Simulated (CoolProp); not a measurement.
Vapour-liquid equilibrium of n-octane (1) + n-dodecane (2) at 404.7 K; x and y are mole fractions of (1).

Computed with CoolProp (multi-fluid Helmholtz-energy mixture model, Beckmüller 2019 and Lemmon 2004; pair parameters Bell 2016).

**Question.** Give the bubble pressure and the first vapour's composition at x = 0.35, 0.5, 0.875. Is there an azeotrope?

**Answer.** x = 0.35: 0.4346 bar, y = 0.880; x = 0.5: 0.6020 bar, y = 0.933; x = 0.875: 1.042 bar, y = 0.990. No azeotrope shows between x = 0.05 and 0.95.

The pair parameters rest on a limited set of measurements; away from them the model extrapolates.
